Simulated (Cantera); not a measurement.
# Equilibrium for boron, boron nitride and boron oxide: B2H6 + H2O + H2

Feed: 1 mol B2H6, a varied amount of H2O, 12 mol H2, held at 0.0380 bar.

Equilibrium computed with Cantera from the NASA thermochemical tables; the gas is ideal and each condensed phase is pure. Candidate condensed phases: B, B2O3, B3O3H3, H2O; 23 gas species. The feed counts by its element totals alone. Mutual solubility and eutectic melting of coexisting phases are not modelled. Gases not in the tables: H3BO3. Equilibrium is a limit: real reactors are often held back by kinetics, nucleation or transport.

Question: Map the stable condensed phases over T = 1298, 1398, 1498, 1598, 1698, 1798, 1898, 1998, 2098 K and n(H2O) in mol = 0.15, 0.21, 0.31, 0.44, 0.63, 0.9, 1.3, 1.8, 2.6, 3.7, 5.4.

Answer: 
```
T in K \ n(H2O) in mol
         0.15 0.21 0.31 0.44 0.63  0.9  1.3  1.8  2.6  3.7  5.4
   2098     A    A    A    A    A    A    A    A    B    B    B
   1998     A    A    A    A    A    A    A    A    B    B    B
   1898     A    A    A    A    A    A    A    A    B    B    B
   1798     A    A    A    A    A    A    A    A    B    B    B
   1698     A    A    A    A    A    A    A    A    B    B    B
   1598     A    A    A    A    A    A    A    C    D    D    D
   1498     A    A    A    A    C    C    C    C    C    D    D
   1398     A    C    C    C    C    C    C    C    C    D    D
   1298     C    C    C    C    C    C    C    C    C    D    D
```
A: B; B: gas only; C: B + B2O3; D: B2O3.
